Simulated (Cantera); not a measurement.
Feed: 1 mol B₂O₃, 7 mol BCl₃, 3.9 mol O₂, 3 mol NF₃, at 18.0 mbar.

These are equilibrium values from Cantera (NASA tables, ideal gas, pure condensed phases), not measurements of a reactor. Candidate condensed phases: B, BN, B₂O₃; 42 gas species. Equilibrium is a limit: real reactors are often held back by kinetics, nucleation or transport.

Q: Which condensed phases are stable at each of these points (T (K)): 848, 948, 1048, 1148, 1248, 1348, 1448, 1548?

A: 
| T (K) | condensed phases | B condensed (%) |
|---|---|---|
| 848 | B₂O₃(l) | 61.8 |
| 948 | B₂O₃(l) | 60.7 |
| 1048 | B₂O₃(l) | 59.8 |
| 1148 | B₂O₃(l) | 58.5 |
| 1248 | B₂O₃(l) | 55.2 |
| 1348 | B₂O₃(l) | 45.3 |
| 1448 | B₂O₃(l) | 21.9 |
| 1548 | gas only | 0.0 |

From 848 K to 1448 K the condensed part is B₂O₃(l). At 1548 K nothing is condensed.
